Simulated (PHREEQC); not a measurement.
Make-up at 15 °C: 0.04 mol/kgw Al2(SO4)3. Closed to the air; pH follows from the charge balance.

Computed with PHREEQC (ion-association model, wateq4f.dat).

```json
[
 {"quantity": "pH", "before": "4.03", "after": "4.77"},
 {"quantity": "ionic strength (mol/kgw)", "before": "0.138", "after": "0.0943"},
 {"quantity": "SO4-2 (mol/kgw)", "before": "0.0315", "after": "0.0236"},
 {"quantity": "HSO4- (mol/kgw)", "before": "0.000104", "after": "1.54e-5"}
]
```

Problem. What was changed between the two runs?
(A) Al2(SO4)3 replaced by K2SO4 at the same molality
(B) 0.00042 mol/kgw FeCl2 added
(C) diluted 5-fold with water
(D) Al2(SO4)3 replaced by CuSO4 at the same molality

Solution. D, Al2(SO4)3 replaced by CuSO4 at the same molality

No solid was allowed to form. Some of these states are supersaturated (in Gibbsite (slow to form), for instance).
